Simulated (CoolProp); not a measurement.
Neopentane along the isotherm 463.2 K: fugacity coefficient from the reference equation and from simpler models built on Tc = 433.7 K, pc = 3.196 MPa, ω = 0.196; each cubic takes its own stable root.

Values from CoolProp's reference Helmholtz-energy equation of state, Lemmon 2006. It is a short technical equation, of lower accuracy than the large ones.

```
p (MPa)          phase  reference  van der Waals  Soave-Redlich-Kwong  Peng-Robinson
-------  -------------  ---------  -------------  -------------------  -------------
2.66               gas     0.7805         0.7915               0.7820         0.7604
5.33     supercritical     0.5675         0.5732               0.5784         0.5513
7.99     supercritical     0.4390         0.4596               0.4572         0.4297
10.7     supercritical     0.3738         0.4061               0.3945         0.3659
13.3     supercritical     0.3384         0.3803               0.3604         0.3302
16       supercritical     0.3163         0.3678               0.3392         0.3071
18.6     supercritical     0.3035         0.3643               0.3271         0.2929
21.3     supercritical     0.2960         0.3671               0.3204         0.2837
24       supercritical     0.2927         0.3747               0.3178         0.2783
26.6     supercritical     0.2924         0.3860               0.3183         0.2760
29.3     supercritical     0.2947         0.4012               0.3214         0.2757
32       supercritical     0.2990         0.4198               0.3266         0.2773
```
